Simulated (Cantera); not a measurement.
Input: 1 mol Si, 0.17 mol H₂O, 6.5 mol H₂, at 2125 K and 2.50 bar.

Equilibrium computed with Cantera from the NASA thermochemical tables; the gas is ideal and each condensed phase is pure. Candidate condensed phases: H₂O, Si, SiO₂; 18 gas species. Gases not in the tables: Si₂H₆ and higher silanes. Kinetics and transport are ignored.

Base state: H₂ 0.973, SiO 0.0248, H 0.00226, SiH₂ 0.000202, Si 6.94e-5, SiH 5.57e-5, H₂O 3.07e-5 (mole fractions); condensed: Si(l).

Task: What changes in the equilibrium state with this change: temperature from 2125 K to 1923.15 K?

Result: 
| species | before | after |
|---|---|---|
| H₂ | 0.973 | 0.974 |
| SiO | 0.0248 | 0.0248 |
| H | 0.00226 | 0.000589 |
| SiH₂ | 0.000202 | 6.56e-5 |
| Si | 6.94e-5 | 6.80e-6 |
| SiH | 5.57e-5 | 8.68e-6 |
| H₂O | 3.07e-5 | 5.14e-5 |
| Si(l), mol | 0.828 | 0.830 |

Task: What changes in the equilibrium state with this change: temperature from 2125 K to 1823.15 K?

Result: 
```json
[
 {"species": "H₂", "before": "0.973", "after": "0.978"},
 {"species": "SiO", "before": "0.0248", "after": "0.0219"},
 {"species": "H", "before": "0.00226", "after": "0.000271"},
 {"species": "Si", "before": "6.94e-5", "after": "1.77e-6"},
 {"species": "SiH", "before": "5.57e-5", "after": "2.96e-6"},
 {"species": "SiH₂", "before": "0.000202", "after": "3.44e-5"},
 {"species": "H₂O", "before": "3.07e-5", "after": "6.13e-5"},
 {"species": "Si(l), mol", "before": "0.828", "after": "0.840"},
 {"species": "SiO₂(condensed), mol", "before": "0", "after": "0.0103"}
]
```
Each liquid is taken as pure. Mutual solubility and eutectic melting of coexisting phases are not modelled. The tables hold silica as quartz up to 1696 K and as liquid above; real silica turns to tridymite and cristobalite and melts near 1996 K.
